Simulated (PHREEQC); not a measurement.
A solution holds 0.022 mol Fe2(SO4)3 per kg of water, at 30 °C. Closed to the air; pH follows from the charge balance.

All values are PHREEQC results (ion-association model, phreeqc.dat), not measurements.

Task: The ionic strength comes out as 0.0835 mol/kgw. What activity coefficients do Fe2(OH)2+4, Fe(OH)2+, Fe3(OH)4+5, SO4-2, H+ get?

Result: Fe2(OH)2+4 0.023, Fe(OH)2+ 0.80, Fe3(OH)4+5 0.0027, SO4-2 0.39, H+ 0.83.

Precipitation was switched off in this run. The solution is supersaturated, for example in Hematite (slow to form), Goethite (slow to form), so a real one may precipitate; this is no full list.
